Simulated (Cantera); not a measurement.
What does this Cantera script print?

```python
import numpy as np
import cantera as ct

gas_names = """
    Fe FeO Fe(OH)2 H HO2 H2 H2O H2O2 O OH O2 O3
""".split()
cond_names = """
    Fe(a) Fe(c) Fe(d) Fe(L) FeO(s) FeO(L) Fe(OH)2(s) Fe(OH)3(s) Fe2O3(s) Fe3O4(s) H2O(s) H2O(L)
""".split()


def load(file, names, dense=False):
    # The tables refer to 1 bar. Condensed volumes are neglected.
    table = {s.name: s for s in ct.Species.list_from_file(file)}
    out = []
    for n in names:
        d = dict(table[n].input_data)
        d["thermo"] = dict(d["thermo"], **{"reference-pressure": 1e5})
        if dense:
            d["equation-of-state"] = {"model": "constant-volume", "density": "1e6 g/cm^3"}
        out.append(ct.Species.from_dict(d))
    return out


gas = ct.Solution(thermo="ideal-gas", species=load("nasa_gas.yaml", gas_names))
cond = {s.name: ct.Solution(thermo="fixed-stoichiometry", species=[s], name=s.name)
        for s in load("nasa_condensed.yaml", cond_names, dense=True)}
atoms = {
    'Fe3O4': {'Fe': 3, 'O': 4},
    'H2': {'H': 2},
}
top_T = {'Fe2O3(s)': 1830, 'Fe3O4(s)': 1870}  # K; cautious upper limits of use, not melting points


def equilibrate(T, P, feed):
    n = {}
    for name, mol in feed.items():
        for a, k in atoms[name].items():
            n[a] = n.get(a, 0.0) + k * mol
    gas.TPX = T, P, n
    mass = sum(n.values()) * gas.mean_molecular_weight
    gas.equilibrate("TP")
    valid = [c for c in cond.values() if c.min_temp <= T <= top_T.get(c.name, c.max_temp)]
    mix = ct.Mixture([(gas, mass / gas.mean_molecular_weight)] + [(c, 0.0) for c in valid])
    mix.T, mix.P = T, P
    mix.equilibrate("TP", solver="vcs", rtol=1e-11, max_steps=5000)
    return mix


results = []
feed = {'Fe3O4': 1, 'H2': 910}  # mol
T = 1998  # K
for P in [10, 42, 180, 750, 3200, 13000, 56000, 240000, 1000000]:
    mix = equilibrate(T, P, feed)
    results.append((T, P, feed, dict(zip(mix.species_names, mix.species_moles))))

top = {s: max(r[3][s] / sum(r[3][g] for g in gas_names) for r in results) for s in gas_names}
cols = sorted((s for s in top if top[s] > 0.001), key=lambda s: -top[s])[:8]
seen = [c for c in cond_names if any(r[3].get(c, 0) > 1e-12 for r in results)]
print("log10 of partial pressures in bar; condensed amounts in mol")
print(f"{'P/Pa':>10s}" + "".join(f"{s[:9]:>10s}" for s in cols + seen))
for T, P, feed, n in results:
    ng = sum(n[g] for g in gas_names)
    print(f"{P:10.4g}" + "".join(f"{np.log10(max(n[s] / ng * P / 1e5, 1e-99)):10.3f}" for s in cols)
          + "".join(f"{n.get(c, 0):10.4g}" for c in seen))
```

Output:

```
log10 of partial pressures in bar; condensed amounts in mol
      P/Pa        H2         H       H2O        Fe     Fe(L)
        10    -4.073    -4.831    -6.400    -6.517         0
        42    -3.414    -4.502    -5.756    -5.877         0
       180    -2.764    -4.177    -5.113    -5.236         0
       750    -2.136    -3.863    -4.488    -4.612         0
      3200    -1.502    -3.546    -3.856    -3.980         0
   1.3e+04    -0.891    -3.240    -3.245    -3.448    0.4914
   5.6e+04    -0.255    -2.922    -2.610    -3.448      2.42
   2.4e+05     0.378    -2.606    -1.977    -3.448     2.865
     1e+06     0.998    -2.296    -1.357    -3.448     2.968
```

Equilibrium computed with Cantera from the NASA thermochemical tables; the gas is ideal and each condensed phase is pure.
